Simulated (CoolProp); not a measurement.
500 sccm (0 °C, 1 atm) of nitrogen bubbles through liquid n-octane at 357.4 K and leaves saturated at a total pressure of 0.15 MPa (ideal gas phase). Each further row changes one setting.

Values from CoolProp's reference Helmholtz-energy equation of state, Beckmüller 2019.

```json
[
 {"case": "as stated", "vapour pressure (kPa)": "27.3", "mole fraction of vapour": "(withheld)", "delivery (mg/min)": "(withheld)", "delivery (sccm)": "(withheld)", "change of delivery for a bath 1 K warmer (%)": "(withheld)"},
 {"case": "bath temperature 362.4 K", "vapour pressure (kPa)": "32.6", "mole fraction of vapour": "0.217", "delivery (mg/min)": "(withheld)", "delivery (sccm)": "139", "change of delivery for a bath 1 K warmer (%)": "4.6"},
 {"case": "total pressure 0.3 MPa", "vapour pressure (kPa)": "27.3", "mole fraction of vapour": "0.0910", "delivery (mg/min)": "(withheld)", "delivery (sccm)": "50.0", "change of delivery for a bath 1 K warmer (%)": "4.1"}
]
```

Q: What belongs in the gaps?

A: 
- as stated, mole fraction of vapour: 0.182
- as stated, delivery (mg/min): 567
- as stated, delivery (sccm): 111
- as stated, change of delivery for a bath 1 K warmer (%): 4.5
- bath temperature 362.4 K, delivery (mg/min): 708
- total pressure 0.3 MPa, delivery (mg/min): 255
